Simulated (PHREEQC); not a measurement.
Make-up at 25 °C: 0.0033 mol CdSO4 and 0.0001 mol MnSO4 per kg of water. Closed to the air; pH follows from the charge balance.

Equilibrium calculation in PHREEQC: ion-association model, wateq4f.dat.

- pH: 6.44
- ionic strength: 0.0103 mol/kgw

```
species     molality  activity   log γ
----------  --------  --------  ------
SO4-2        0.00254   0.00169  -0.178
Cd+2         0.00248   0.00163  -0.181
CdSO4       0.000795  0.000797   0.001
Mn+2         8.32e-5   5.60e-5  -0.172
Cd(SO4)2-2   2.24e-5   1.48e-5  -0.181
MnSO4        1.68e-5   1.68e-5   0.001
CdOH+        4.18e-7   3.77e-7  -0.045
H+           3.96e-7   3.61e-7  -0.040
HSO4-        6.58e-8   5.93e-8  -0.045
OH-          3.09e-8   2.77e-8  -0.046
Cd2OH+3      7.72e-9   3.02e-9  -0.408
```

This is a speciation only: nothing precipitates in the calculation.
